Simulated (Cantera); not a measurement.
Mixture: 11.0 % CO, 1.31 % H2, 0.767 % CH4, 18.3 % O2, 68.7 % N2, equivalence ratio 0.42, at 790000 Pa, adiabatic and at constant pressure. Ignition delay is the time to a rise of 400 K.

Detailed kinetics in Cantera: GRI-Mech 3.0 (53 species, 325 reactions).

Question: Predict: delay at 1023 K; delay at 1073 K; delay at 1123 K; delay at 1173 K; delay at 1223 K; delay at 1273 K; delay at 1323 K; apparent activation energy between 1223 and 1323 K.

Answer: 
| Item | Result |
|---|---|
| delay at 1023 K | 4.47 ms |
| delay at 1073 K | 1.43 ms |
| delay at 1123 K | 0.517 ms |
| delay at 1173 K | 0.216 ms |
| delay at 1223 K | 0.103 ms |
| delay at 1273 K | 56.4 µs |
| delay at 1323 K | 34.9 µs |
| apparent activation energy between 1223 and 1323 K | 150 kJ/mol |
